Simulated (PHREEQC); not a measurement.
Dissolve 0.0029 mol/kgw CuSO4, 0.012 mol/kgw HBF4 and 5e-05 mol/kgw KCl at 75 °C. Closed to the air; pH follows from the charge balance.

The numbers come from PHREEQC with the ion-association model, wateq4f.dat.

This is a speciation only: nothing precipitates in the calculation.

Q: Order these F species by the share of F that they hold, largest first: F-, HF, BF2(OH)2-, BF3OH-, BF4-.

A: BF4- (65 %), HF (28 %), BF3OH- (3.8 %), BF2(OH)2- (1.5 %), F- (1.2 %)

The pH is 2.16 and the ionic strength 0.0168 mol/kgw. At this temperature some constants are extrapolated from 25 °C, and those without enthalpy data are left unchanged. Real BF4- forms and hydrolyses slowly; the run takes it at equilibrium.
